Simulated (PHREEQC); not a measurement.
**Brine**

A solution holds 0.49 mol/kgw Na2CO3 and 0.027 mol/kgw Na2SO4, at 25 °C. Closed to the air; pH follows from the charge balance.

All values are PHREEQC results (Pitzer model, pitzer.dat), not measurements.

Each row changes one thing in this solution. Precipitation was switched off in this run.

```json
[
 {"case": "as made", "pH": "11.57", "ionic strength (mol/kgw)": "1.54"},
 {"case": "Na2CO3 from 0.49 to 0.539 mol/kgw", "pH": "11.58", "ionic strength (mol/kgw)": "1.69"},
 {"case": "temperature from 25 to 60 °C", "pH": "10.99", "ionic strength (mol/kgw)": "1.54"},
 {"case": "Na2CO3 from 0.49 to 0.441 mol/kgw", "pH": "11.55", "ionic strength (mol/kgw)": "1.40"},
 {"case": "Na2CO3 replaced by NaCl at the same molality", "pH": "7.01", "ionic strength (mol/kgw)": "0.571"},
 {"case": "diluted 100-fold with water", "pH": "10.85", "ionic strength (mol/kgw)": "0.0147"},
 {"case": "Na2SO4 left out", "pH": "11.57", "ionic strength (mol/kgw)": "1.46"},
 {"case": "Na2SO4 from 0.027 to 0.0054 mol/kgw", "pH": "11.57", "ionic strength (mol/kgw)": "___"},
 {"case": "Na2SO4 replaced by NaOH at the same molality", "pH": "12.27", "ionic strength (mol/kgw)": "___"}
]
```

**Question.** Fill in the missing entries.

**Answer.** 
- Na2SO4 from 0.027 to 0.0054 mol/kgw, ionic strength (mol/kgw): 1.48
- Na2SO4 replaced by NaOH at the same molality, ionic strength (mol/kgw): 1.50

In brines, pH and single-ion activities rest on the MacInnes convention. Constants without temperature data keep their 25 °C values here.
